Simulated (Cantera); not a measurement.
What does this Cantera script print?

```python
import numpy as np
import cantera as ct

gas_names = """
    CL CL2 H HCL H2 Si SiCL SiCL2 SiCL3 SiCL4 SiH SiHCL3 SiH2 SiH2CL2 SiH3 SiH3CL SiH4 Si2 Si3
""".split()
cond_names = """
    Si(cr) Si(L)
""".split()


# ... load() reads the species with a 1 bar reference pressure and builds the phases ...
atoms = {
    'Si': {'Si': 1},
    'Cl2': {'CL': 2},
    'H2': {'H': 2},
}
top_T = {}  # K; cautious upper limits of use, not melting points


# ... equilibrate(T, P, feed) seeds the gas with the atoms and calls Mixture.equilibrate('TP', solver="vcs", rtol=1e-11, max_steps=5000) ...
results = []
feed = {'Si': 1, 'Cl2': 2.5, 'H2': 12}  # mol
P = 13332.2  # Pa
for T in [748, 823, 898, 973, 1048, 1123, 1198, 1273, 1348, 1423, 1498, 1573, 1648, 1723]:
    mix = equilibrate(T, P, feed)
    results.append((T, P, feed, dict(zip(mix.species_names, mix.species_moles))))
    x = sorted(zip(gas.X, gas.species_names), reverse=True)
    print(f"T = {T:g} K  P = {P:g} Pa  gas = {mix.phase_moles(0):.4g} mol")
    print("   x: " + "  ".join(f"{s} {v:.3e}" for v, s in x if v > 0.001))
    print("   condensed (mol): " + ("  ".join(f"{mix.phase(i).name} {mix.phase_moles(i):.4g}"
          for i in range(1, mix.n_phases) if mix.phase_moles(i) > 1e-12) or "none"))
```

Output:

```
T = 748 K  P = 13332.2 Pa  gas = 13.5 mol
   x: H2 8.515e-01  HCL 7.444e-02  SiCL4 7.370e-02
   condensed (mol): none
T = 823 K  P = 13332.2 Pa  gas = 13.5 mol
   x: H2 8.508e-01  HCL 7.508e-02  SiCL4 7.307e-02
   condensed (mol): none
T = 898 K  P = 13332.2 Pa  gas = 13.5 mol
   x: H2 8.496e-01  HCL 7.634e-02  SiCL4 7.181e-02  SiHCL3 2.225e-03
   condensed (mol): none
T = 973 K  P = 13332.2 Pa  gas = 13.5 mol
   x: H2 8.474e-01  HCL 7.852e-02  SiCL4 6.965e-02  SiHCL3 4.224e-03
   condensed (mol): none
T = 1048 K  P = 13332.2 Pa  gas = 13.51 mol
   x: H2 8.439e-01  HCL 8.206e-02  SiCL4 6.622e-02  SiHCL3 6.966e-03
   condensed (mol): none
T = 1123 K  P = 13332.2 Pa  gas = 13.53 mol
   x: H2 8.379e-01  HCL 8.815e-02  SiCL4 6.081e-02  SiHCL3 9.912e-03  SiCL3 2.104e-03
   condensed (mol): none
T = 1198 K  P = 13332.2 Pa  gas = 13.59 mol
   x: H2 8.268e-01  HCL 9.968e-02  SiCL4 5.215e-02  SiHCL3 1.164e-02  SiCL3 5.072e-03  SiCL2 4.363e-03
   condensed (mol): none
T = 1273 K  P = 13332.2 Pa  gas = 13.74 mol
   x: H2 8.080e-01  HCL 1.193e-01  SiCL4 3.973e-02  SiCL2 1.301e-02  SiHCL3 1.076e-02  SiCL3 8.879e-03
   condensed (mol): none
T = 1348 K  P = 13332.2 Pa  gas = 13.95 mol
   x: H2 7.840e-01  HCL 1.443e-01  SiCL2 2.616e-02  SiCL4 2.569e-02  SiCL3 1.157e-02  SiHCL3 7.925e-03
   condensed (mol): none
T = 1423 K  P = 13332.2 Pa  gas = 14.15 mol
   x: H2 7.615e-01  HCL 1.678e-01  SiCL2 3.997e-02  SiCL4 1.378e-02  SiCL3 1.180e-02  SiHCL3 4.855e-03
   condensed (mol): none
T = 1498 K  P = 13332.2 Pa  gas = 14.3 mol
   x: H2 7.454e-01  HCL 1.846e-01  SiCL2 5.083e-02  SiCL3 1.001e-02  SiCL4 6.297e-03  SiHCL3 2.615e-03
   condensed (mol): none
T = 1573 K  P = 13332.2 Pa  gas = 14.39 mol
   x: H2 7.361e-01  HCL 1.943e-01  SiCL2 5.781e-02  SiCL3 7.614e-03  SiCL4 2.637e-03  SiHCL3 1.325e-03
   condensed (mol): none
T = 1648 K  P = 13332.2 Pa  gas = 14.44 mol
   x: H2 7.311e-01  HCL 1.994e-01  SiCL2 6.189e-02  SiCL3 5.536e-03  SiCL4 1.092e-03
   condensed (mol): none
T = 1723 K  P = 13332.2 Pa  gas = 14.46 mol
   x: H2 7.282e-01  HCL 2.021e-01  SiCL2 6.425e-02  SiCL3 3.997e-03
   condensed (mol): none
```

Cantera equilibrium calculation (NASA polynomials, part measured and part estimated; ideal gas, pure solids and liquids). The tables' values for SiCl3, SiCl are old estimates; treat these amounts as uncertain.
